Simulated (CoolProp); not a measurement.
Saturation properties of C3F8 (R218) (Tc = 345.0 K, pc = 2.640 MPa, ω = 0.317).

Computed with CoolProp (reference Helmholtz-energy equation of state, Lemmon 2006). It is a short technical equation, of lower accuracy than the large ones.

```tsv
T (K)	p (MPa)	liquid density (kg/m³)	enthalpy of vaporisation (kJ/kg)	liquid cp (kJ/(kg K))	liquid conductivity (mW/(m K))
186.3	0.004982	1795	121.7	0.8765	74.7
204.5	0.01828	1730	116.0	0.9096	70.4
222.7	0.05221	1664	110.0	0.9456	65.7
241	0.1244	1593	103.4	0.9857	60.8
259.2	0.2564	1518	96.14	1.031	55.8
277.4	0.4747	1434	87.72	1.087	50.8
295.7	0.8116	1338	77.55	1.163	45.9
313.9	1.298	1220	64.56	1.292	41.3
332.1	1.984	1050	45.16	1.696	37.4
```

It boils at 236.4 K under 1 atm.

Thermal conductivity comes from a separate model (Huber 2003), an estimate that may be off by 10 % or more.
